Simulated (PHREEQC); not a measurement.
**Leach liquor (model solution)**

Make-up at 25 °C: 19 mmol/kgw HCl, 4.3 mmol/kgw Li2SO4 and 22 mmol/kgw Na2SO4. Closed to the air; pH follows from the charge balance.

All values are PHREEQC results (ion-association model, phreeqc.dat), not measurements.

No solid was allowed to form.

Q: Estimate the pH.

A: pH 2.03.

Q: In which forms is Li present?

A: Li+ 97 %, LiSO4- 2.9 % of the Li.

Species that the database lacks are ignored.
